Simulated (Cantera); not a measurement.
An adiabatic, constant-pressure homogeneous reactor starts with H₂ : O₂ : N₂ : NO = 1 : 0.25 : 0.94 : 0.0042 (molar parts), at 1400 K and 0.210 bar. Integrator tolerance rtol = 1e-08.

Model: GRI-Mech 3.0 (53 species, 325 reactions), integrated in Cantera.

**Question.** What does this change do: constant volume in place of constant pressure?

**Answer.** 
```json
[
 {"quantity": "time of steepest temperature rise", "before": "95.2 µs", "after": "94.2 µs"},
 {"quantity": "temperature at 3.00 s", "before": "2637 K", "after": "2776 K"},
 {"quantity": "equilibrium temperature", "before": "2637 K", "after": "2776 K"},
 {"quantity": "x(H₂) at 3.00 s", "before": "0.233 (gas-phase equilibrium 0.233)", "after": "0.230 (gas-phase equilibrium 0.230)"},
 {"quantity": "x(O₂) at 3.00 s", "before": "0.000617 (gas-phase equilibrium 0.000617)", "after": "0.00101 (gas-phase equilibrium 0.00101)"},
 {"quantity": "x(NO) at 3.00 s", "before": "0.00121 (gas-phase equilibrium 0.00121)", "after": "0.00190 (gas-phase equilibrium 0.00190)"},
 {"quantity": "x(OH) at 3.00 s", "before": "0.0115 (gas-phase equilibrium 0.0115)", "after": "0.0158 (gas-phase equilibrium 0.0158)"},
 {"quantity": "x(N₂O) at 3.00 s", "before": "2.39e-8 (gas-phase equilibrium 2.39e-8)", "after": "5.05e-8 (gas-phase equilibrium 5.05e-8)"},
 {"quantity": "x(H) at 3.00 s", "before": "0.0473 (gas-phase equilibrium 0.0473)", "after": "0.0585 (gas-phase equilibrium 0.0585)"},
 {"quantity": "x(HO₂) at 3.00 s", "before": "2.63e-7 (gas-phase equilibrium 2.63e-7)", "after": "5.89e-7 (gas-phase equilibrium 5.89e-7)"}
]
```
